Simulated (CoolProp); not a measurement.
Vapour-liquid equilibrium of CH2F2 (R32) (1) + R227EA (2) at 1520 kPa; x and y are mole fractions of (1).

Values from CoolProp's multi-fluid Helmholtz-energy mixture model, Tillner-Roth 1997 and Lemmon 2016; pair parameters Bell 2016.

```csv
x,"bubble temperature, mixture model (°C)","bubble temperature, Raoult's law (°C)","y, mixture model","y, Raoult's law"
0.05,67.0,66.2,[?],0.148
0.2,[?],54.6,[?],0.459
0.35,45.5,45.5,[?],0.651
0.5,37.6,38.2,0.716,0.780
0.65,[?],32.1,[?],0.871
0.8,[?],26.9,0.901,0.937
0.95,[?],22.5,0.975,0.986
```

Q: What belongs in the gaps?

A: 
- 0.05, y, mixture model: 0.101
- 0.2, bubble temperature, mixture model (°C): 55.5
- 0.2, y, mixture model: 0.372
- 0.35, y, mixture model: 0.574
- 0.65, bubble temperature, mixture model (°C): 31.4
- 0.65, y, mixture model: 0.819
- 0.8, bubble temperature, mixture model (°C): 26.5
- 0.95, bubble temperature, mixture model (°C): 22.4

The largest gap from Raoult's law is +0.9 K in bubble temperature, at x = 0.2. No azeotrope shows between x = 0.05 and 0.95.

Pair parameters are fitted to limited data, so mixtures are less certain than the pure fluids. The gap from Raoult's law changes sign with composition, which may be real or a fault of the pair parameters; it wasn't checked against measurements.
